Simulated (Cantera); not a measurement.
A Cantera script and what it prints.

```python
import numpy as np
import cantera as ct

gas_names = """
    H HO2 H2 H2O H2O2 Mg MgH MgO MgOH MgO2H2 Mg2 O OH O2 O3
""".split()
cond_names = """
    H2O(s) H2O(L) Mg(cr) Mg(L) MgO(s) MgO(L) MgO2H2(s)
""".split()


# ... load() reads the species with a 1 bar reference pressure and builds the phases ...
atoms = {
    'Mg(OH)2': {'Mg': 1, 'O': 2, 'H': 2},
    'H2': {'H': 2},
}
top_T = {}  # K; cautious upper limits of use, not melting points


# ... equilibrate(T, P, feed) seeds the gas with the atoms and calls Mixture.equilibrate('TP', solver="vcs", rtol=1e-11, max_steps=5000) ...
results = []
feed = {'Mg(OH)2': 1, 'H2': 0.054}  # mol
T = 1600  # K
P = 1000  # Pa
mix = equilibrate(T, P, feed)
results.append((T, P, feed, dict(zip(mix.species_names, mix.species_moles))))
x = sorted(zip(gas.X, gas.species_names), reverse=True)
print(f"T = {T:g} K  P = {P:g} Pa  gas = {mix.phase_moles(0):.4g} mol")
print("   x: " + "  ".join(f"{s} {v:.3e}" for v, s in x if v > 0.001))
print("   condensed (mol): " + ("  ".join(f"{mix.phase(i).name} {mix.phase_moles(i):.4g}"
      for i in range(1, mix.n_phases) if mix.phase_moles(i) > 1e-12) or "none"))
```

It prints:

```
T = 1600 K  P = 1000 Pa  gas = 1.054 mol
   x: H2O 9.486e-01  H2 5.121e-02
   condensed (mol): MgO(s) 1
```

Cantera equilibrium calculation (NASA polynomials, part measured and part estimated; ideal gas, pure solids and liquids).
